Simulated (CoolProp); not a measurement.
A Linde-Hampson liquefier for methane: isothermal reversible compression at 200 K from 1 atm to 15 MPa, throttling to 1 atm, return gas leaving the recuperator 5 K below the feed. Each further row changes one setting.

Model: reference Helmholtz-energy equation of state, Setzmann 1991, in CoolProp.

```json
[
 {"case": "as stated", "liquid yield per pass": "0.500", "compression work (kJ/kg of gas)": "411"},
 {"case": "high pressure 30 MPa", "liquid yield per pass": "0.502", "compression work (kJ/kg of gas)": "458"},
 {"case": "warm-end temperature 230 K", "liquid yield per pass": "0.360", "compression work (kJ/kg of gas)": "520"},
 {"case": "warm-end gap 10 K", "liquid yield per pass": "0.492", "compression work (kJ/kg of gas)": "411"}
]
```
